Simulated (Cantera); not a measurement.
**Stirred combustor or abatement burner**

A perfectly stirred reactor is fed with CH4 : H2 : O2 : N2 = 1 : 0.094 : 1.71 : 6.41 (molar parts), at 11.0 bar; it is adiabatic with a 625 K inlet, and is followed from long to short residence time, starting on the burning branch (τ in s: 0.057, 0.025, 0.011, 0.0047, 0.0021, 0.00089, 0.00039, 0.00017, 7.4e-05).

Cantera simulation using GRI-Mech 3.0 (53 species, 325 reactions); the numbers are that mechanism's predictions, not measurements.

| τ (s) | T (K) | x CH4 | x H2 | x O2 | x NO | x C2H |
|---|---|---|---|---|---|---|
| 0.057 | 2382 | 5.75e-6 | 0.0256 | 8.07e-5 | 0.000305 | 1.67e-11 |
| 0.025 | 2381 | 1.18e-5 | 0.0256 | 0.000108 | 0.000324 | 7.05e-11 |
| 0.011 | 2379 | 2.26e-5 | 0.0256 | 0.000163 | 0.000352 | 2.70e-10 |
| 0.0047 | 2375 | 4.07e-5 | 0.0257 | 0.000273 | 0.000387 | 9.47e-10 |
| 0.0021 | 2369 | 6.63e-5 | 0.0258 | 0.000463 | 0.000418 | 2.73e-9 |
| 0.00089 | 2360 | 0.000107 | 0.0259 | 0.000823 | 0.000445 | 7.56e-9 |
| 0.00039 | 2347 | 0.000170 | 0.0261 | 0.00143 | 0.000454 | 1.87e-8 |
| 0.00017 | 2327 | 0.000281 | 0.0265 | 0.00251 | 0.000437 | 4.57e-8 |
| 7.4e-5 | 2297 | 0.000513 | 0.0270 | 0.00448 | 0.000380 | 1.16e-7 |
x: mole fraction; the columns are a selection and need not sum to one.
